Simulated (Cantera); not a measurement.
Charge: 1 mol B2O3, 7.5 mol HF, 1.5 mol N2, 4.7 mol Cl2, at 1800 K and 133 Pa.

Method: chemical equilibrium by Gibbs-energy minimisation in Cantera with the NASA 1993 tables (ideal gas, pure condensed phases). Candidate condensed phases: B, BN, B2O3, B3O3H3, H2O, NH4Cl; 75 gas species. The tables' values for BOCl are old estimates; treat these amounts as uncertain. Rates play no part.

Base state: Cl 0.380, HF 0.281, HCl 0.119, BOF 0.100, N2 0.0800, O2 0.0291, BF3 0.00666, Cl2 0.00193 (mole fractions); condensed: gas only.

Q: What changes in the equilibrium state with this change: pressure from 133 Pa to 16000 Pa?

A: 
| species | before | after |
|---|---|---|
| HCl | 0.119 | 0.266 |
| HF | 0.281 | 0.194 |
| Cl | 0.380 | 0.194 |
| Cl2 | 0.00193 | 0.0605 |
| BF3 | 0.00666 | 0.0730 |
| O2 | 0.0291 | 0.0658 |
| BOF | 0.100 | 0.0504 |
| N2 | 0.0800 | 0.0924 |
| HOCl | 2.91e-7 | 1.07e-5 |
| H | 2.30e-5 | 8.40e-7 |
| ClF | 1.91e-6 | 1.85e-5 |
